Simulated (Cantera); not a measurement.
Input: 1 mol H2S, 1.1 mol O2, 4.6 mol N2, equilibrated at 1.00 Torr.

These are equilibrium values from Cantera (NASA tables, ideal gas, pure condensed phases), not measurements of a reactor. Candidate condensed phases: H2O, H2SO4, S; 35 gas species. The numbers say what is thermodynamically allowed, not how fast it happens.

x: gas mole fraction; nothing condenses.

```
T (K)   x N2      x H   x SO2       x O    x H2O    x SO    x H2      x S     x OH      x O2
-----  -----  -------  ------  --------  -------  ------  ------  -------  -------  --------
1973   0.696  0.00898   0.105  0.000140   0.0865  0.0353  0.0591  0.00407  0.00125   8.86e-5
2048   0.692   0.0147   0.102  0.000428   0.0836  0.0391  0.0578  0.00483  0.00232  0.000265
2123   0.686   0.0231  0.0994   0.00123   0.0801  0.0420  0.0552  0.00546  0.00414  0.000758
2198   0.678      ___  0.0951       ___   0.0745  0.0448  0.0520      ___      ___       ___
2273   0.666   0.0507  0.0882   0.00761   0.0655  0.0482  0.0486  0.00743   0.0106   0.00430
2348   0.648   0.0716  0.0780    0.0158   0.0532  0.0527  0.0448  0.00964   0.0146   0.00780
2423   0.625      ___     ___       ___      ___  0.0575     ___      ___      ___       ___
2498   0.599    0.125  0.0495    0.0479   0.0252  0.0612  0.0333   0.0191   0.0195    0.0149
2573   0.572    0.151  0.0345    0.0719   0.0143  0.0621  0.0256   0.0273   0.0188    0.0163
2648   0.546    0.172  0.0215    0.0992  0.00710  0.0588  0.0181   0.0380   0.0163    0.0158
```

Some entries are withheld; supply them.


- 2423, x H: 0.0969
- 2423, x SO2: 0.0646
- 2423, x O: 0.0290
- 2423, x H2O: 0.0389
- 2423, x H2: 0.0399
- 2423, x S: 0.0133
- 2423, x OH: 0.0179
- 2423, x O2: 0.0117
- 2198, x H: 0.0348
- 2198, x O: 0.00323
- 2198, x S: 0.00620
- 2198, x OH: 0.00693
- 2198, x O2: 0.00196
